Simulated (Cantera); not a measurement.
Mixture: C₃H₈ : O₂ : N₂ = 1 : 7.14 : 38.6 (molar parts), equivalence ratio 0.70, at 110000 Pa, adiabatic and at constant volume. Ignition delay is the time to a rise of 400 K.

Detailed kinetics in Cantera: GRI-Mech 3.0 (53 species, 325 reactions). GRI-Mech 3.0 was tuned for natural gas; its chemistry of propane as a main component is partial and can be far from experiment.

Question: What does this change do: pressure from 110000 Pa to 2800000 Pa?

Answer: 
```json
[
 {"quantity": "delay at 1125 K", "before": "34.7 ms", "after": "3.05 ms"},
 {"quantity": "delay at 1325 K", "before": "0.695 ms", "after": "0.121 ms"},
 {"quantity": "delay at 1525 K", "before": "62.6 µs", "after": "9.81 µs"},
 {"quantity": "delay at 1725 K", "before": "16.9 µs", "after": "1.85 µs"},
 {"quantity": "delay at 1925 K", "before": "8.00 µs", "after": "0.645 µs"},
 {"quantity": "apparent activation energy between 1825 and 2025 K", "before": "91 kJ/mol", "after": "130 kJ/mol"}
]
```
The pressure lies above the range GRI-Mech 3.0 was tuned for (to about 10 atm).

Question: What does this change do: pressure from 110000 Pa to 500000 Pa?

Answer: 
```
quantity                                               before       after
--------------------------------------------------  ---------  ----------
delay at 1125 K                                       34.7 ms     13.5 ms
delay at 1325 K                                      0.695 ms    0.332 ms
delay at 1525 K                                       62.6 µs     25.5 µs
delay at 1725 K                                       16.9 µs     5.56 µs
delay at 1925 K                                       8.00 µs     2.29 µs
apparent activation energy between 1825 and 2025 K  91 kJ/mol  110 kJ/mol
```
